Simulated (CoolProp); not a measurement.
Methane at 293.15 K and 4.61 MPa flows at 1.9 m/s in a round tube of 2 mm bore and 15 µm roughness, fully developed (64/Re and Nu = 3.66 if laminar; Colebrook and Gnielinski if turbulent). Each further row changes one setting.

Model: reference Helmholtz-energy equation of state, Setzmann 1991, in CoolProp.

```csv
case,Reynolds number,Darcy friction factor,pressure drop (Pa/m),heat-transfer coefficient (W/(m² K)),mass flow (kg/h)
as stated,___,0.0402,___,823,0.710
velocity 3.8 m/s,21100,0.0376,4490,___,1.42
diameter 4 mm,21100,0.0324,___,689,2.84
```

Problem. What belongs in the gaps?

Solution. 
- as stated, Reynolds number: 10600
- as stated, pressure drop (Pa/m): 1200
- velocity 3.8 m/s, heat-transfer coefficient (W/(m² K)): 1610
- diameter 4 mm, pressure drop (Pa/m): 484

Viscosity comes from a separate model (Quiñones-Cisneros 2006). Thermal conductivity comes from a separate model (Friend 1989).
